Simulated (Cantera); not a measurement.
A jet of 7.69 % CH₄, 11.3 % O₂, 81.0 % N₂ at 300 K and 0.296 atm hits a platinum plate 3.8 cm away at a mass flux of 0.025 kg/m²/s; the plate temperature is set and raised in steps from an oxygen-covered start.

Detailed kinetics in Cantera: Deutschmann's 1995 Pt surface mechanism with GRI-Mech 3.0 gas chemistry. Catalytic surfaces can have several steady states; this one follows from the mechanism file's or the stated starting coverage.

One state of this run: wall x CH₄ = 0.0103; wall x O₂ = 0.00351; wall x H₂O = 0.121; wall x OH = <1e-8; wall x CO = 0.0628; wall x CO₂ = 0.00770; θ free Pt = 0.321; θ H* = 0.000282; θ CO* = 0.655; θ C* = 0.0241. x: mole fraction at the wall; θ: surface coverage.

### Question
Which value of plate T (K) does it belong to?
A. 950
B. 850
C. 900
D. 1100

### Answer
C, 900
